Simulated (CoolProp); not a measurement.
Model: reference Helmholtz-energy equation of state, Lemmon 2005, in CoolProp. It is a short technical equation, of lower accuracy than the large ones.

Question: For isobutene, give the phase and the Z, cp (kJ/(kg K)), cv (kJ/(kg K)), expansivity (1/kK) at 222.6 K and 1.25 MPa; 222.6 K and 13.8 MPa.

Answer: 
- 222.6 K and 1.25 MPa: liquid; Z 0.0561, cp 2.07, cv 1.43, expansivity 1.55
- 222.6 K and 13.8 MPa: liquid; Z 0.611, cp 2.04, cv 1.44, expansivity 1.41
